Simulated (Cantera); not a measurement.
Input (Python, Cantera):

```python
import numpy as np
import cantera as ct

gas = ct.Solution("gri30.yaml")
gas.TPX = 700, 45000, {'CH4': 1, 'H2': 0.1, 'O2': 1.71, 'N2': 6.42}
flame = ct.FreeFlame(gas, width=0.07)
flame.set_refine_criteria(ratio=3, slope=0.08, curve=0.16)
flame.transport_model = "mixture-averaged"
flame.solve(loglevel=0, auto=True)
z, T = flame.grid, flame.T
thick = (T[-1] - T[0]) / np.gradient(T, z).max()
show = ['CH4', 'H2', 'O2', 'HCN', 'OH', 'HO2']
print(f"laminar burning velocity  {flame.velocity[0] * 100:.3f} cm/s")
print(f"burnt temperature         {T[-1]:.1f} K")
print(f"thermal thickness         {thick * 1e3:.4f} mm")
print(f"grid points               {len(z)}")
z0 = z[flame.heat_release_rate.argmax()]
print(f"{'z/mm':>9s}{'T/K':>9s}{'u/(m/s)':>9s}" + "".join(f"{s:>11s}" for s in show))
rows = []
for k in (-3, -2, -1.5, -1, -0.5, -0.25, 0, 0.25, 0.5, 1, 2, 4, 8):
    zz = z0 + k * thick
    rows.append([k * thick, np.interp(zz, z, T), np.interp(zz, z, flame.velocity),
                 *(np.interp(zz, z, flame.X[gas.species_index(s)]) for s in show)])
    print(f"{rows[-1][0] * 1e3:9.3f}{rows[-1][1]:9.1f}{rows[-1][2]:9.3f}" + "".join(f"{x:11.3e}" for x in rows[-1][3:]))
```

Result:

```
laminar burning velocity  210.384 cm/s
burnt temperature         2382.2 K
thermal thickness         0.6020 mm
grid points               150
     z/mm      T/K  u/(m/s)        CH4         H2         O2        HCN         OH        HO2
   -1.806    700.1    2.107  1.082e-01  1.202e-02  1.850e-01  6.166e-11  1.434e-10  4.366e-07
   -1.204    701.5    2.116  1.078e-01  1.439e-02  1.845e-01  9.858e-10  1.154e-08  4.561e-06
   -0.903    708.6    2.144  1.069e-01  1.769e-02  1.835e-01  8.234e-09  2.702e-07  1.898e-05
   -0.602    760.2    2.318  1.024e-01  2.456e-02  1.792e-01  1.032e-07  4.794e-06  5.438e-05
   -0.301   1118.3    3.475  7.452e-02  3.740e-02  1.493e-01  1.605e-06  8.826e-05  9.210e-05
   -0.150   1510.5    4.766  4.118e-02  4.408e-02  1.076e-01  4.889e-06  6.151e-04  1.601e-04
    0.000   1877.7    5.999  1.131e-02  4.514e-02  5.905e-02  1.128e-05  2.774e-03  9.360e-05
    0.150   2051.6    6.580  1.338e-03  3.928e-02  2.830e-02  1.344e-05  6.628e-03  1.509e-05
    0.301   2095.4    6.712  9.044e-05  3.440e-02  1.559e-02  8.424e-06  9.289e-03  2.767e-06
    0.602   2118.3    6.758  3.437e-07  3.281e-02  9.373e-03  2.069e-06  1.047e-02  1.449e-06
    1.204   2142.4    6.811  5.957e-11  3.335e-02  7.734e-03  1.545e-07  1.039e-02  1.224e-06
    2.408   2175.6    6.899  2.911e-15  3.291e-02  6.791e-03  3.200e-09  1.002e-02  1.070e-06
    4.816   2222.1    7.023  1.359e-15  3.182e-02  5.584e-03  2.612e-11  9.322e-03  8.845e-07
```

Model: GRI-Mech 3.0 (53 species, 325 reactions), integrated in Cantera. Burning velocities carry a grid error of a few per cent, more on coarse grids.
